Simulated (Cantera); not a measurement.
A Cantera script and its output.

```python
import numpy as np
import cantera as ct

gas = ct.Solution("gri30.yaml")


def delay(T, t_max=10):
    gas.TPX = T, 1000000, {'CH4': 1, 'O2': 3.39, 'N2': 16.6}
    reactor = ct.IdealGasConstPressureReactor(gas, clone=False)
    net = ct.ReactorNet([reactor])
    net.rtol, net.atol = 1e-8, 1e-16
    while net.time < t_max:
        t_old, T_old = net.time, reactor.T
        net.step()
        if reactor.T > T + 400:  # ignition: a rise of 400 K
            return t_old + (T + 400 - T_old) / (reactor.T - T_old) * (net.time - t_old)
    return np.nan


taus = []
for T in [1275, 1375, 1475, 1575, 1675, 1775, 1875]:
    taus.append(delay(T))
    print(f"T0 = {T:6g} K   tau = {taus[-1]:.4e} s")
```

Result:

```
T0 =   1275 K   tau = 1.9541e-03 s
T0 =   1375 K   tau = 6.6046e-04 s
T0 =   1475 K   tau = 2.4547e-04 s
T0 =   1575 K   tau = 9.9518e-05 s
T0 =   1675 K   tau = 4.4088e-05 s
T0 =   1775 K   tau = 2.1411e-05 s
T0 =   1875 K   tau = 1.1368e-05 s
```

Detailed kinetics in Cantera: GRI-Mech 3.0 (53 species, 325 reactions).
